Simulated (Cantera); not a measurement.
## Low-pressure radical oxidation in H2/O2

A perfectly stirred reactor is fed with H2 : O2 : N2 = 0.05 : 1 : 1.9 (molar parts), at 0.0263 atm; it is held at 1323 K, and followed from long to short residence time.

Computed with Cantera and the H2/O2 subset of GRI-Mech 3.0, which has no nitrogen chemistry. Radical loss at walls, strong at low pressure, is not modelled.

```json
[
 {"τ (s)": "5.0", "x H2": "2.20e-5", "x O2": "0.333", "x HO2": "3.08e-7", "x OH": "0.000372", "x H": "2.02e-5"},
 {"τ (s)": "0.95", "x H2": "6.03e-5", "x O2": "0.332", "x HO2": "5.79e-7", "x OH": "0.000631", "x H": "9.87e-5"},
 {"τ (s)": "0.18", "x H2": "0.000156", "x O2": "0.330", "x HO2": "9.22e-7", "x OH": "0.00102", "x H": "0.000413"},
 {"τ (s)": "0.034", "x H2": "0.000374", "x O2": "0.328", "x HO2": "1.23e-6", "x OH": "0.00148", "x H": "0.00119"},
 {"τ (s)": "0.0064", "x H2": "0.000997", "x O2": "0.326", "x HO2": "1.44e-6", "x OH": "0.00195", "x H": "0.00206"},
 {"τ (s)": "0.0012", "x H2": "0.00346", "x O2": "0.328", "x HO2": "1.59e-6", "x OH": "0.00253", "x H": "0.00245"},
 {"τ (s)": "0.00023", "x H2": "0.0123", "x O2": "0.335", "x HO2": "1.37e-6", "x OH": "0.00149", "x H": "0.000952"}
]
```
x: mole fraction; the columns are a selection and need not sum to one.
